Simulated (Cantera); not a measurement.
Cantera run, input and output.

```python
import numpy as np
import cantera as ct

gas = ct.Solution("gri30.yaml")
gas.TPX = 1800, 2400000, {'C3H8': 1, 'O2': 10.9, 'N2': 67.4}
reactor = ct.IdealGasConstPressureReactor(gas, energy="on", clone=False)
net = ct.ReactorNet([reactor])
net.rtol, net.atol = 1e-08, 1e-16
show = ['C3H8', 'O2', 'HCO', 'O', 'CH2', 'C2H', 'CH2O']
times = np.geomspace(2e-06, 0.2, 14)

steps = ct.SolutionArray(gas, extra=["t"])
rows = []
print(f"{'t/s':>10s}{'T/K':>9s}{'P/Pa':>11s}" + "".join(f"{s:>11s}" for s in show))
for t in times:
    while net.time < t:
        t_next = net.step()
        steps.append(gas.state, t=t_next)
    rows.append([np.interp(t, steps.t, y) for y in (steps.T, steps.P, *steps(*show).X.T)])
    print(f"{t:10.3e}{rows[-1][0]:9.1f}{rows[-1][1]:11.4g}" + "".join(f"{x:11.3e}" for x in rows[-1][2:]))
rate = np.gradient(steps.T, steps.t)
print("integrator steps:", len(steps.t))
if steps.T.max() > steps.T[0] + 200:
    print(f"time of steepest temperature rise: {steps.t[rate.argmax()]:.4e} s")
gas.TPX = 1800, 2400000, {'C3H8': 1, 'O2': 10.9, 'N2': 67.4}
gas.equilibrate("HP")
print(f"equilibrium (HP): T = {gas.T:.1f} K  " + "  ".join(f"{s} {gas[s].X[0]:.3e}" for s in show))
```

It prints:

```
       t/s      T/K       P/Pa       C3H8         O2        HCO          O        CH2        C2H       CH2O
 2.000e-06   2174.9    2.4e+06  3.658e-16  8.346e-02  8.109e-07  5.241e-03  1.202e-06  2.132e-09  4.010e-06
 4.849e-06   2357.6    2.4e+06  2.564e-36  7.539e-02  1.394e-08  2.613e-03  1.859e-12  5.507e-18  6.319e-11
 1.176e-05   2435.4    2.4e+06 -2.760e-37  7.315e-02  7.440e-10  9.303e-04  1.333e-13  3.052e-19  5.366e-12
 2.850e-05   2450.5    2.4e+06  2.743e-41  7.273e-02  1.712e-10  6.372e-04  2.801e-14  3.214e-20  1.462e-12
 6.910e-05   2450.8    2.4e+06  9.070e-44  7.266e-02  1.562e-10  6.263e-04  3.560e-15  3.829e-21  1.298e-12
 1.675e-04   2450.2    2.4e+06  2.296e-48  7.252e-02  1.554e-10  6.237e-04  2.681e-17  2.830e-23  1.285e-12
 4.062e-04   2448.8    2.4e+06 -3.790e-51  7.220e-02  1.536e-10  6.179e-04  3.511e-19  1.118e-25  1.272e-12
 9.848e-04   2445.7    2.4e+06  3.596e-52  7.148e-02  1.496e-10  6.051e-04  3.190e-19  8.956e-26  1.244e-12
 2.388e-03   2439.8    2.4e+06  2.991e-52  7.013e-02  1.422e-10  5.814e-04  2.859e-19  7.636e-26  1.192e-12
 5.789e-03   2431.9    2.4e+06  2.329e-52  6.831e-02  1.328e-10  5.507e-04  2.458e-19  6.160e-26  1.127e-12
 1.403e-02   2426.9    2.4e+06  1.985e-52  6.715e-02  1.272e-10  5.319e-04  2.229e-19  5.375e-26  1.087e-12
 3.403e-02   2426.1    2.4e+06  1.939e-52  6.699e-02  1.264e-10  5.292e-04  2.197e-19  5.270e-26  1.081e-12
 8.249e-02   2426.1    2.4e+06  1.939e-52  6.698e-02  1.264e-10  5.292e-04  2.197e-19  5.269e-26  1.081e-12
 2.000e-01   2426.1    2.4e+06  1.939e-52  6.698e-02  1.264e-10  5.292e-04  2.197e-19  5.269e-26  1.081e-12
integrator steps: 1550
time of steepest temperature rise: 1.5834e-06 s
equilibrium (HP): T = 2426.1 K  C3H8 3.611e-52  O2 6.698e-02  HCO 1.264e-10  O 5.292e-04  CH2 4.082e-19  C2H 5.860e-26  CH2O 1.081e-12
```

Model: GRI-Mech 3.0 (53 species, 325 reactions), integrated in Cantera. GRI-Mech 3.0 was tuned for natural gas; its chemistry of propane as a main component is partial and can be far from experiment. The pressure lies above the range GRI-Mech 3.0 was tuned for (to about 10 atm).
